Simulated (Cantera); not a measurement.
Cantera run:

```python
import numpy as np
import cantera as ct

gas_names = """
    Cr CrN CrO CrO2 CrO3 H HNO HNO2 HNO3 HO2 H2 H2O H2O2 N NH NH2 NH3 NH2OH NO NO2 NO3 N2 N2H2 N2H4 N2O
    O OH O2 O3
""".split()
cond_names = """
    Cr(cr) Cr(L) CrN(s) Cr2N(s) Cr2O3(s) Cr2O3(L) H2O(s) H2O(L)
""".split()


def load(file, names, dense=False):
    # The tables refer to 1 bar. Condensed volumes are neglected.
    table = {s.name: s for s in ct.Species.list_from_file(file)}
    out = []
    for n in names:
        d = dict(table[n].input_data)
        d["thermo"] = dict(d["thermo"], **{"reference-pressure": 1e5})
        if dense:
            d["equation-of-state"] = {"model": "constant-volume", "density": "1e6 g/cm^3"}
        out.append(ct.Species.from_dict(d))
    return out


gas = ct.Solution(thermo="ideal-gas", species=load("nasa_gas.yaml", gas_names))
cond = {s.name: ct.Solution(thermo="fixed-stoichiometry", species=[s], name=s.name)
        for s in load("nasa_condensed.yaml", cond_names, dense=True)}
atoms = {
    'Cr2O3': {'Cr': 2, 'O': 3},
    'H2': {'H': 2},
    'N2': {'N': 2},
}
top_T = {'CrN(s)': 1900, 'Cr2N(s)': 1900}  # K; cautious upper limits of use, not melting points


def equilibrate(T, P, feed):
    n = {}
    for name, mol in feed.items():
        for a, k in atoms[name].items():
            n[a] = n.get(a, 0.0) + k * mol
    gas.TPX = T, P, n
    mass = sum(n.values()) * gas.mean_molecular_weight
    gas.equilibrate("TP")
    valid = [c for c in cond.values() if c.min_temp <= T <= top_T.get(c.name, c.max_temp)]
    mix = ct.Mixture([(gas, mass / gas.mean_molecular_weight)] + [(c, 0.0) for c in valid])
    mix.T, mix.P = T, P
    mix.equilibrate("TP", solver="vcs", rtol=1e-11, max_steps=5000)
    return mix


results = []
feed = {'Cr2O3': 1, 'H2': 9.8, 'N2': 1.2}  # mol
P = 28000  # Pa
for T in [1423, 1448, 1473, 1498, 1523, 1548, 1573, 1598, 1623, 1648, 1673, 1698, 1723]:
    mix = equilibrate(T, P, feed)
    results.append((T, P, feed, dict(zip(mix.species_names, mix.species_moles))))

top = {s: max(r[3][s] / sum(r[3][g] for g in gas_names) for r in results) for s in gas_names}
cols = sorted((s for s in top if top[s] > 1e-06), key=lambda s: -top[s])[:8]
seen = [c for c in cond_names if any(r[3].get(c, 0) > 1e-12 for r in results)]
print("log10 of partial pressures in bar; condensed amounts in mol")
print(f"{'T/K':>10s}" + "".join(f"{s[:9]:>10s}" for s in cols + seen))
for T, P, feed, n in results:
    ng = sum(n[g] for g in gas_names)
    print(f"{T:10.4g}" + "".join(f"{np.log10(max(n[s] / ng * P / 1e5, 1e-99)):10.3f}" for s in cols)
          + "".join(f"{n.get(c, 0):10.4g}" for c in seen))
```

It prints:

```
log10 of partial pressures in bar; condensed amounts in mol
       T/K        H2        N2       H2O         H        Cr       NH3    Cr(cr)   Cr2N(s)  Cr2O3(s)
      1423    -0.603    -1.515    -3.706    -5.479    -7.032    -5.765         0  0.002573    0.9974
      1448    -0.603    -1.516    -3.652    -5.337    -6.751    -5.800         0  0.002913    0.9971
      1473    -0.603    -1.515    -3.589    -5.200    -6.496    -5.835  0.006737         0    0.9966
      1498    -0.604    -1.515    -3.516    -5.067    -6.268    -5.868  0.007966         0     0.996
      1523    -0.604    -1.515    -3.445    -4.938    -6.048    -5.901  0.009364         0    0.9953
      1548    -0.604    -1.515    -3.377    -4.813    -5.835    -5.932   0.01095         0    0.9945
      1573    -0.604    -1.515    -3.310    -4.693    -5.629    -5.963   0.01272         0    0.9936
      1598    -0.604    -1.515    -3.246    -4.576    -5.430    -5.992   0.01471         0    0.9926
      1623    -0.604    -1.515    -3.184    -4.463    -5.237    -6.021   0.01691         0    0.9914
      1648    -0.604    -1.515    -3.124    -4.353    -5.050    -6.049   0.01933         0    0.9902
      1673    -0.605    -1.515    -3.066    -4.246    -4.870    -6.076   0.02198         0    0.9887
      1698    -0.605    -1.515    -3.009    -4.142    -4.695    -6.102   0.02485         0    0.9872
      1723    -0.605    -1.515    -2.954    -4.042    -4.525    -6.127   0.02794         0    0.9854
```

Cantera equilibrium calculation (NASA polynomials, part measured and part estimated; ideal gas, pure solids and liquids). Mutual solubility and eutectic melting of coexisting phases are not modelled.
